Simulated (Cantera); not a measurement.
**Thermodynamics of boron, boron nitride and boron oxide, feed BCl3 + O2 + H2 + N2**

Charge: 1 mol BCl3, 0.34 mol O2, 0.55 mol H2, 0.26 mol N2.

Cantera equilibrium calculation (NASA polynomials, part measured and part estimated; ideal gas, pure solids and liquids). Candidate condensed phases: B, BN, B2O3, B3O3H3, H2O, NH4Cl; 49 gas species. The tables' values for BCl2 are old estimates. Equilibrium is a limit: real reactors are often held back by kinetics, nucleation or transport.

Stable condensed phases:

```
T in °C \ P in Pa
             10     25     63    160    400   1000   2500   6300  16000  40000 100000
   1825       A      A      A      A      A      A      A      A      A      A      A
   1750       A      A      A      A      A      A      A      A      A      A      A
   1675       A      A      A      A      A      A      A      A      A      A      A
   1600       A      A      A      A      A      A      A      A      A      A      B
   1525       A      A      A      A      A      A      A      A      A      B      B
   1450       A      A      A      A      A      A      A      A      B      B      B
   1375       A      A      A      A      A      A      A      B      B      B      B
   1300       A      A      A      A      A      B      B      B      B      B      B
   1225       A      A      A      A      B      B      B      B      B      B      B
   1150       A      A      B      B      B      B      B      B      B      B      B
   1075       B      B      B      B      B      B      B      B      B      B      B
```

A: gas only; B: B2O3.
